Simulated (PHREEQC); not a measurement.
0.98 g of hydrous ferric oxide (600 m²/g; 0.2 weak and 0.005 strong sites per Fe, Dzombak-Morel constants, diffuse double layer) in 1 kg of water with 0.01 mol/kgw of an inert sodium salt and 0.00026 mol Ag2SO4 and 1.4e-05 mol NaF, at 25 °C; the pH is set by adding NaOH or the inert anion's acid. Oxygen is held at 0.21 atm. The system is closed to CO2. Precipitation was switched off in this run.

Base run: PHREEQC, ion-association model, wateq4f.dat. Each further column changes one thing. The table gives F sorbed (%).

| pH | base | no electrostatic term (-no_edl) | background salt from 0.01 to 0.001 mol/kgw | oxide from 0.98 to 4.9 g/kgw |
|---|---|---|---|---|
| 3 | 96.7 | 2.1 | 98.9 | 99.5 |
| 3.75 | 97.5 | 3.9 | 99.0 | 99.6 |
| 4.5 | 95.5 | 4.6 | 97.7 | 99.4 |
| 4.88 | 92.7 | 4.7 | 95.8 | 99.1 |
| 5.62 | 79.7 | 4.8 | 84.8 | 97.5 |
| 6.38 | 54.3 | 5.0 | 58.0 | 90.9 |
| 7.12 | 29.7 | 5.7 | 31.6 | 70.4 |
| 7.5 | 17.8 | 6.0 | 19.2 | 53.2 |
| 8.25 | 4.1 | 5.3 | 4.3 | 19.2 |
| 9 | 0.8 | 2.9 | 0.8 | 4.6 |

The oxide is taken as insoluble; below pH 4 it would dissolve.
